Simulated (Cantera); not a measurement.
Input (Python, Cantera):

```python
import numpy as np
import cantera as ct

gas = ct.Solution("gri30.yaml")
gas.TPX = 1800, 500000, {'H2': 1, 'O2': 0.385, 'N2': 1.45, 'H2O': 0.014}
reactor = ct.IdealGasReactor(gas, energy="on", clone=False)
net = ct.ReactorNet([reactor])
net.rtol, net.atol = 1e-08, 1e-16
show = ['H2', 'O2', 'NO', 'H2O', 'N2O']
times = np.geomspace(5e-06, 1, 11)

steps = ct.SolutionArray(gas, extra=["t"])
rows = []
print(f"{'t/s':>10s}{'T/K':>9s}{'P/Pa':>11s}" + "".join(f"{s:>11s}" for s in show))
for t in times:
    while net.time < t:
        t_next = net.step()
        steps.append(gas.state, t=t_next)
    rows.append([np.interp(t, steps.t, y) for y in (steps.T, steps.P, *steps(*show).X.T)])
    print(f"{t:10.3e}{rows[-1][0]:9.1f}{rows[-1][1]:11.4g}" + "".join(f"{x:11.3e}" for x in rows[-1][2:]))
rate = np.gradient(steps.T, steps.t)
print("integrator steps:", len(steps.t))
if steps.T.max() > steps.T[0] + 200:
    print(f"time of steepest temperature rise: {steps.t[rate.argmax()]:.4e} s")
gas.TPX = 1800, 500000, {'H2': 1, 'O2': 0.385, 'N2': 1.45, 'H2O': 0.014}
gas.equilibrate("UV")
print(f"equilibrium (UV): T = {gas.T:.1f} K  " + "  ".join(f"{s} {gas[s].X[0]:.3e}" for s in show))
```

Result:

```
       t/s      T/K       P/Pa         H2         O2         NO        H2O        N2O
 5.000e-06   3216.1  8.174e+05  1.088e-01  7.246e-03  7.576e-04  2.414e-01  8.241e-07
 1.695e-05   3259.6  8.254e+05  1.097e-01  6.128e-03  3.965e-03  2.446e-01  1.005e-06
 5.743e-05   3250.0  8.229e+05  1.117e-01  5.559e-03  8.067e-03  2.436e-01  1.159e-06
 1.947e-04   3248.7  8.226e+05  1.120e-01  5.490e-03  8.582e-03  2.435e-01  1.187e-06
 6.598e-04   3248.7  8.226e+05  1.120e-01  5.490e-03  8.583e-03  2.435e-01  1.187e-06
 2.236e-03   3248.7  8.226e+05  1.120e-01  5.490e-03  8.583e-03  2.435e-01  1.187e-06
 7.579e-03   3248.7  8.226e+05  1.120e-01  5.490e-03  8.583e-03  2.435e-01  1.187e-06
 2.569e-02   3248.7  8.226e+05  1.120e-01  5.490e-03  8.583e-03  2.435e-01  1.187e-06
 8.706e-02   3248.7  8.226e+05  1.120e-01  5.490e-03  8.583e-03  2.435e-01  1.187e-06
 2.951e-01   3248.7  8.226e+05  1.120e-01  5.490e-03  8.583e-03  2.435e-01  1.187e-06
 1.000e+00   3248.7  8.226e+05  1.120e-01  5.490e-03  8.583e-03  2.435e-01  1.187e-06
integrator steps: 1084
time of steepest temperature rise: 1.1934e-06 s
equilibrium (UV): T = 3248.7 K  H2 1.120e-01  O2 5.490e-03  NO 8.583e-03  H2O 2.435e-01  N2O 1.187e-06
```

Cantera simulation using GRI-Mech 3.0 (53 species, 325 reactions); the numbers are that mechanism's predictions, not measurements. The hydrogen kinetics of GRI-Mech 3.0 are dated; newer H2 mechanisms differ, most at raised pressure. Above 3000 K some thermodynamic fits are extrapolated.
